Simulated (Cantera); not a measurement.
A closed system holds: 1 mol SiH2Cl2, 0.06 mol HCl, 96 mol H2, equilibrated at 0.100 bar.

Cantera equilibrium calculation (NASA polynomials, part measured and part estimated; ideal gas, pure solids and liquids). Candidate condensed phases: Si; 19 gas species. Gases not in the tables: Si2H6 and higher silanes. Rates play no part.

Q: Which condensed phases are stable at each of these points (T (K)): 1300, 1500, 1700, 1900, 2100, 2300, 2500?

A: 
| T (K) | condensed phases | Si condensed (%) |
|---|---|---|
| 1300 | Si(s) | 89.1 |
| 1500 | Si(s) | 88.5 |
| 1700 | Si(l) | 87.4 |
| 1900 | Si(l) | 87.7 |
| 2100 | Si(l) | 73.0 |
| 2300 | gas only | 0.0 |
| 2500 | gas only | 0.0 |

From 1300 K to 1500 K the condensed part is Si(s). From 1700 K to 2100 K the condensed part is Si(l). From 2300 K to 2500 K nothing is condensed.
